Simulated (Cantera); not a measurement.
Charge: 1 mol TiCl4, 9.5 mol CH4, at 2200 K and 99.0 Pa.

These are equilibrium values from Cantera (NASA tables, ideal gas, pure condensed phases), not measurements of a reactor. Candidate condensed phases: C, C6H6, C7H8, C8H18, Ti, TiC, TiCl2, TiCl3, TiCl4; 96 gas species. The tables' values for TiCl2 are old estimates; treat these amounts as uncertain. TiC: taken at fixed stoichiometry. Equilibrium is a limit: real reactors are often held back by kinetics, nucleation or transport.

Base state: H2 0.677, HCl 0.150, H 0.147, Cl 0.0237, C2H2 (acetylene) 0.00173, TiCl2 0.000192, TiCl 0.000109, Ti 2.59e-5 (mole fractions); condensed: C(graphite) + TiC(s).

Question: What changes in the equilibrium state with this change: pressure from 99.0 Pa to 7600 Pa?

Answer: 
| species | before | after |
|---|---|---|
| H2 | 0.677 | 0.792 |
| HCl | 0.150 | 0.184 |
| H | 0.147 | 0.0182 |
| Cl | 0.0237 | 0.00308 |
| TiCl2 | 0.000192 | 0.000249 |
| CH4 | 1.19e-7 | 1.25e-5 |
| Ti | 2.59e-5 | 3.37e-7 |
| C(graphite), mol | 8.43 | 8.42 |
| TiC(s), mol | 0.992 | 0.992 |
